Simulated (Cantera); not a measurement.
Input: 1 mol Al, 6.3 mol N2O, 130 mol H2, held at 1850 K and 220 Pa.

Cantera equilibrium calculation (NASA polynomials, part measured and part estimated; ideal gas, pure solids and liquids). Candidate condensed phases: Al, AlN, Al2O3, H2O; 35 gas species. The numbers say what is thermodynamically allowed, not how fast it happens.

Base state: H2 0.908, N2 0.0460, H2O 0.0350, H 0.0109, OH 3.12e-5 (mole fractions); condensed: Al2O3(s).

Task: What changes in the equilibrium state with this change: temperature from 1850 K to 1523 K?

Result: 
```
species         before     after
-------------  -------  --------
H2               0.908     0.918
N2              0.0460    0.0462
H2O             0.0350    0.0352
H               0.0109  0.000472
OH             3.12e-5   5.58e-7
Al2O3(s), mol    0.500     0.500
```
